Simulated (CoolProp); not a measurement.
R21 along the isotherm 266 K: Z from the reference equation and from simpler models built on Tc = 452.7 K, pc = 5.289 MPa, ω = 0.206; each cubic takes its own stable root.

Model: reference Helmholtz-energy equation of state, Platzer 1990, in CoolProp. This equation is an older, rougher fit; its heat capacities, sound speeds and derivatives of the liquid may be far off and weren't checked against measurements.

```
p (MPa)   phase  reference  van der Waals  Redlich-Kwong  Peng-Robinson
-------  ------  ---------  -------------  -------------  -------------
0.165    liquid   0.005326         0.9675       0.005794       0.005026
0.331    liquid    0.01068         0.9325        0.01162        0.01008
0.496    liquid    0.01600        0.02567        0.01741        0.01510
0.661    liquid    0.02132        0.03418        0.02319        0.02012
0.826    liquid    0.02663        0.04268        0.02896        0.02514
0.992    liquid    0.03198        0.05122        0.03477        0.03018
1.16     liquid    0.03739        0.05985        0.04065        0.03529
1.32     liquid    0.04253        0.06806        0.04624        0.04014
1.49     liquid    0.04800        0.07677        0.05217        0.04530
1.65     liquid    0.05314        0.08495        0.05776        0.05016
1.82     liquid    0.05861        0.09364        0.06369        0.05531
1.98     liquid    0.06374         0.1018        0.06926        0.06016
2.15     liquid    0.06920         0.1105        0.07518        0.06531
2.31     liquid    0.07433         0.1186        0.08075        0.07015
2.48     liquid    0.07979         0.1272        0.08666        0.07530
2.64     liquid    0.08492         0.1354        0.09222        0.08014
```

At some of these states van der Waals gives the other phase, because its saturation line lies elsewhere.
